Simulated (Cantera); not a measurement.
A freely propagating, adiabatic, planar premixed flame of H2 : O2 : N2 = 1 : 0.333 : 1.25 (molar parts), equivalence ratio 1.5, unburnt at 550 K and 0.630 bar; mixture-averaged transport, grid criteria slope 0.08 and curve 0.16, no radiation.

Model: the H2/O2 subset of GRI-Mech 3.0, which has no nitrogen chemistry, integrated in Cantera. Burning velocities carry a grid error of a few per cent, more on coarse grids.

**Question.** How do the results move with these cheaper or finer settings: unity-Lewis-number transport; multicomponent transport; multicomponent+Soret transport; grid criteria slope 0.5, curve 1; grid criteria slope 0.25, curve 0.5; grid criteria slope 0.03, curve 0.06?

**Answer.** 
```
setting                               laminar burning velocity  thermal thickness  peak x(H)  peak x(O)  grid points
------------------------------------  ------------------------  -----------------  ---------  ---------  -----------
as above                                              740 cm/s           0.799 mm     0.0977    0.00784          140
unity-Lewis-number transport                          456 cm/s           0.646 mm     0.1000    0.00680          130
multicomponent transport                              723 cm/s           0.799 mm     0.0974    0.00773          140
multicomponent+Soret transport                        694 cm/s           0.784 mm     0.0958    0.00770          140
grid criteria slope 0.5, curve 1                      875 cm/s            1.10 mm     0.0978    0.00789           44
grid criteria slope 0.25, curve 0.5                   784 cm/s           0.901 mm     0.0986    0.00773           70
grid criteria slope 0.03, curve 0.06                  730 cm/s           0.776 mm     0.0973    0.00788          311
```
The base run took very roughly 1.4 core-seconds.
Unity Lewis numbers drop preferential diffusion, which matters most where H2 and H carry the flame; Soret adds thermal diffusion.
